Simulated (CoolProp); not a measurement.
Values from CoolProp's reference Helmholtz-energy equation of state, Penoncello 2003.

Problem. Give the vapour pressure (bar), vapour density (kg/m³), enthalpy of vaporisation (kJ/kg), liquid cp (kJ/(kg K)) of saturated CHF3 (R23) at 144.2, 255.2 K.

Solution. 
```json
[
 {"T (K)": "144.2", "p (bar)": "0.0232", "vapour density (kg/m³)": "0.136", "enthalpy of vaporisation (kJ/kg)": "274", "liquid cp (kJ/(kg K))": "1.20"},
 {"T (K)": "255.2", "p (bar)": "14.9", "vapour density (kg/m³)": "64.9", "enthalpy of vaporisation (kJ/kg)": "170", "liquid cp (kJ/(kg K))": "1.54"}
]
```
